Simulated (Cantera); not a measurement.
Premixed flame

A freely propagating, adiabatic, planar premixed flame of 25.4 % H₂, 16.1 % O₂, 48.3 % N₂, 10.2 % H₂O, equivalence ratio 0.79, unburnt at 625 K and 1.68 atm; mixture-averaged transport, grid criteria slope 0.08 and curve 0.16, no radiation.

Model: the H2/O2 subset of GRI-Mech 3.0, which has no nitrogen chemistry, integrated in Cantera. Burning velocities carry a grid error of a few per cent, more on coarse grids.

```csv
z (mm),T (K),u (m/s),x H₂,x O₂,x H₂O,x H₂O₂,x OH,x H
-0.603,625,6.35,0.254,0.161,0.102,<1e-8,<1e-8,<1e-8
-0.402,625,6.35,0.254,0.161,0.102,<1e-8,<1e-8,<1e-8
-0.301,625,6.35,0.254,0.161,0.102,<1e-8,<1e-8,<1e-8
-0.201,625,6.35,0.253,0.161,0.102,1.97e-8,<1e-8,<1e-8
-0.100,649,6.51,0.242,0.163,0.105,8.81e-6,2.91e-5,4.82e-5
-0.0502,870,8.46,0.203,0.158,0.130,4.48e-5,0.000924,0.00254
0,1284,12.1,0.125,0.125,0.208,1.75e-5,0.00375,0.0163
0.0502,1589,14.8,0.0597,0.0791,0.289,5.54e-6,0.0107,0.0273
0.100,1752,16.2,0.0373,0.0591,0.322,3.20e-6,0.0158,0.0257
0.201,1920,17.6,0.0283,0.0503,0.341,1.75e-6,0.0187,0.0177
0.402,2073,18.9,0.0218,0.0459,0.357,1.06e-6,0.0187,0.00993
0.804,2197,19.8,0.0147,0.0426,0.373,7.31e-7,0.0167,0.00473
1.61,2281,20.4,0.00887,0.0406,0.384,5.65e-7,0.0137,0.00202
```
x: mole fraction of selected species; z is measured from the peak of heat release.

```yaml
laminar_burning_velocity: 635 cm/s
thermal_thickness: 0.201 mm
peak x(H₂O₂): 4.51e-5
peak x(OH): 0.0190
peak x(H): 0.0277
grid_points: 103
```
